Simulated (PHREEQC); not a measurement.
Consider water at 65 °C with 0.01 mol/kgw NaH2PO4, 0.0095 mol/kgw KOH and 0.0065 mol/kgw NaCl. Closed to the air; pH follows from the charge balance.

Model: ion-association model, wateq4f.dat, run in PHREEQC.

```csv
quantity,before,after
pH,8.13,8.16
H2PO4- (mol/kgw),0.000523,6.89e-5
NaHPO4- (mol/kgw),0.000142,2.26e-6
SI of Halite (NaCl),-5.80,-7.69
```

Problem. What was changed between the two runs?
A) temperature from 65 to 75 °C
B) diluted 10-fold with water
C) KOH from 0.0095 to 0.00095 mol/kgw
D) 0.00012 mol/kgw KCl added
E) KOH from 0.0095 to 0.0475 mol/kgw

Solution. B, diluted 10-fold with water

Precipitation was switched off in this run. H3PO4, which wateq4f.dat lacks, is added to it with the constant of phreeqc.dat. Constants without temperature data keep their 25 °C values here.
